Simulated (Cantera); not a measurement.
Feed: 1 mol Si, 1.8 mol H₂, held at 1402 °C and 1.00 bar.

Method: chemical equilibrium by Gibbs-energy minimisation in Cantera with the NASA 1993 tables (ideal gas, pure condensed phases). Candidate condensed phases: Si; 9 gas species. Gases not in the tables: Si₂H₆ and higher silanes. Kinetics and transport are ignored.

Task: What is the equilibrium state?

Result: 
```
Quantity        Value
----------  ---------
x(H₂)           1.000
x(H)         0.000116
x(SiH₂)       1.12e-5
x(SiH₄)       1.25e-6
n(Si(s))    1.000 mol
gas amount  1.800 mol
```
